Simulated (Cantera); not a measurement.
Cantera run:

```python
import numpy as np
import cantera as ct

gas_names = """
    Ca CaF CaF2 CaO CaOH CaO2H2 Ca2 F FO FO2 F2 F2O H HF HOF HO2 H2 H2F2 H2O H2O2 H3F3 H4F4 H5F5 H6F6
    H7F7 O OH O2 O3
""".split()
cond_names = """
    Ca(a) Ca(b) Ca(L) CaF2(a) CaF2(b) CaF2(L) CaO(s) CaO(L) CaO2H2(s) H2O(s) H2O(L)
""".split()


# ... load() reads the species with a 1 bar reference pressure and builds the phases ...
atoms = {
    'CaF2': {'Ca': 1, 'F': 2},
    'H2O': {'H': 2, 'O': 1},
    'H2': {'H': 2},
}
top_T = {}  # K; cautious upper limits of use, not melting points


# ... equilibrate(T, P, feed) seeds the gas with the atoms and calls Mixture.equilibrate('TP', solver="vcs", rtol=1e-11, max_steps=5000) ...
results = []
feed = {'CaF2': 1, 'H2O': 7.9, 'H2': 46}  # mol
T = 1548.15  # K
for P in [0.1, 1.6, 25, 400, 6300, 100000]:
    mix = equilibrate(T, P, feed)
    results.append((T, P, feed, dict(zip(mix.species_names, mix.species_moles))))

top = {s: max(r[3][s] / sum(r[3][g] for g in gas_names) for r in results) for s in gas_names}
cols = sorted((s for s in top if top[s] > 1e-06), key=lambda s: -top[s])[:7]
seen = [c for c in cond_names if any(r[3].get(c, 0) > 1e-12 for r in results)]
print("log10 of partial pressures in bar; condensed amounts in mol")
print(f"{'P/Pa':>10s}" + "".join(f"{s[:9]:>10s}" for s in cols + seen))
for T, P, feed, n in results:
    ng = sum(n[g] for g in gas_names)
    print(f"{P:10.4g}" + "".join(f"{np.log10(max(n[s] / ng * P / 1e5, 1e-99)):10.3f}" for s in cols)
          + "".join(f"{n.get(c, 0):10.4g}" for c in seen))
```

It prints:

```
log10 of partial pressures in bar; condensed amounts in mol
      P/Pa        H2       H2O        HF         H        OH      CaF2        Ca   CaF2(b)    CaO(s)
       0.1    -6.090    -6.907    -7.448    -7.556    -9.848    -9.880   -10.252         0    0.9873
       1.6    -4.876    -5.698    -6.239    -6.949    -9.247    -8.671   -10.247         0    0.9919
        25    -3.680    -4.503    -5.044    -6.351    -8.650    -7.476   -10.245         0    0.9925
       400    -2.475    -3.298    -3.840    -5.748    -8.048    -6.272   -10.245         0    0.9926
      6300    -1.276    -2.090    -2.716    -5.149    -7.439    -5.232   -10.255    0.1589     0.836
     1e+05    -0.071    -0.848    -2.095    -4.546    -6.799    -5.232   -10.291    0.7821    0.2176
```

These are equilibrium values from Cantera (NASA tables, ideal gas, pure condensed phases), not measurements of a reactor. Mutual solubility and eutectic melting of coexisting phases are not modelled.
